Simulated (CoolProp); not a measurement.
The fluid at 293.15 K and 0.0321 MPa is compressed adiabatically to 0.174 MPa with isentropic efficiency 0.85. The same conditions are run with several fluids, on thermodynamics alone (safety and materials aside).

Values from CoolProp's reference Helmholtz-energy equation of state of each fluid (R245ca: Zhou 2016; C3F8 (R218): Lemmon 2006; R13: Platzer 1990; ammonia: Gao 2020; n-perfluoropentane: Gao 2022). The equations of Platzer and Polt are older, rougher fits.

```tsv
fluid	work (kJ/kg)	final temperature (K)	final phase	final density (kg/m³)
R245ca	…	336.2	gas	8.73
C3F8 (R218)	…	…	gas	12.3
R13	51.2	369.6	gas	5.96
ammonia	…	449.4	gas	0.796
n-perfluoropentane	…	…	two-phase, vapour fraction 0.980	21.1
```

Question: Complete the blanks.

Answer: 
- R245ca, work (kJ/kg): 37.4
- C3F8 (R218), work (kJ/kg): 26.6
- C3F8 (R218), final temperature (K): 327.5
- ammonia, work (kJ/kg): 345
- n-perfluoropentane, work (kJ/kg): 16.6
- n-perfluoropentane, final temperature (K): 318.1
